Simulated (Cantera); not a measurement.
A Cantera script and what it prints.

```python
import numpy as np
import cantera as ct

gas_names = """
    CL CL2 H HCL H2 Si SiCL SiCL2 SiCL3 SiCL4 SiH SiHCL3 SiH2 SiH2CL2 SiH3 SiH3CL SiH4 Si2 Si3
""".split()
cond_names = """
    Si(cr) Si(L)
""".split()


def load(file, names, dense=False):
    # The tables refer to 1 bar. Condensed volumes are neglected.
    table = {s.name: s for s in ct.Species.list_from_file(file)}
    out = []
    for n in names:
        d = dict(table[n].input_data)
        d["thermo"] = dict(d["thermo"], **{"reference-pressure": 1e5})
        if dense:
            d["equation-of-state"] = {"model": "constant-volume", "density": "1e6 g/cm^3"}
        out.append(ct.Species.from_dict(d))
    return out


gas = ct.Solution(thermo="ideal-gas", species=load("nasa_gas.yaml", gas_names))
cond = {s.name: ct.Solution(thermo="fixed-stoichiometry", species=[s], name=s.name)
        for s in load("nasa_condensed.yaml", cond_names, dense=True)}
atoms = {
    'SiCl4': {'Si': 1, 'CL': 4},
    'HCl': {'H': 1, 'CL': 1},
    'H2': {'H': 2},
}
top_T = {}  # K; cautious upper limits of use, not melting points


def equilibrate(T, P, feed):
    n = {}
    for name, mol in feed.items():
        for a, k in atoms[name].items():
            n[a] = n.get(a, 0.0) + k * mol
    gas.TPX = T, P, n
    mass = sum(n.values()) * gas.mean_molecular_weight
    gas.equilibrate("TP")
    valid = [c for c in cond.values() if c.min_temp <= T <= top_T.get(c.name, c.max_temp)]
    mix = ct.Mixture([(gas, mass / gas.mean_molecular_weight)] + [(c, 0.0) for c in valid])
    mix.T, mix.P = T, P
    mix.equilibrate("TP", solver="vcs", rtol=1e-11, max_steps=5000)
    return mix


results = []
feed = {'SiCl4': 1, 'HCl': 0.052, 'H2': 140}  # mol
T = 2475  # K
P = 1000  # Pa
mix = equilibrate(T, P, feed)
results.append((T, P, feed, dict(zip(mix.species_names, mix.species_moles))))
x = sorted(zip(gas.X, gas.species_names), reverse=True)
print(f"T = {T:g} K  P = {P:g} Pa  gas = {mix.phase_moles(0):.4g} mol")
print("   x: " + "  ".join(f"{s} {v:.3e}" for v, s in x if v > 0.0001))
print("   condensed (mol): " + ("  ".join(f"{mix.phase(i).name} {mix.phase_moles(i):.4g}"
      for i in range(1, mix.n_phases) if mix.phase_moles(i) > 1e-12) or "none"))
```

It prints:

```
T = 2475 K  P = 1000 Pa  gas = 159 mol
   x: H2 7.708e-01  H 1.975e-01  HCL 2.148e-02  Si 6.043e-03  CL 3.899e-03  SiH 1.457e-04
   condensed (mol): none
```

Method: chemical equilibrium by Gibbs-energy minimisation in Cantera with the NASA 1993 tables (ideal gas, pure condensed phases). The tables' values for SiCl are old estimates; treat these amounts as uncertain. Gases not in the tables: Si2H6 and higher silanes.
